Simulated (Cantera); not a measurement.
Feed: 1 mol Ti, 22 mol H2, held at 750 Torr.

Cantera equilibrium calculation (NASA polynomials, part measured and part estimated; ideal gas, pure solids and liquids). Candidate condensed phases: Ti; 3 gas species. Kinetics and transport are ignored.

Task: Which condensed phases are stable at each of these points (T (°C)): 727, 827, 927, 1027, 1127, 1227, 1327, 1427, 1527, 1627, 1727, 1827, 1927?

Result: 
| T (°C) | condensed phases | Ti condensed (%) |
|---|---|---|
| 727 | Ti(α) | 100.0 |
| 827 | Ti(α) | 100.0 |
| 927 | Ti(β) | 100.0 |
| 1027 | Ti(β) | 100.0 |
| 1127 | Ti(β) | 100.0 |
| 1227 | Ti(β) | 100.0 |
| 1327 | Ti(β) | 100.0 |
| 1427 | Ti(β) | 100.0 |
| 1527 | Ti(β) | 100.0 |
| 1627 | Ti(β) | 100.0 |
| 1727 | Ti(l) | 100.0 |
| 1827 | Ti(l) | 99.9 |
| 1927 | Ti(l) | 99.8 |

From 727 °C to 827 °C the condensed part is Ti(α). From 927 °C to 1627 °C the condensed part is Ti(β). From 1727 °C to 1927 °C the condensed part is Ti(l).
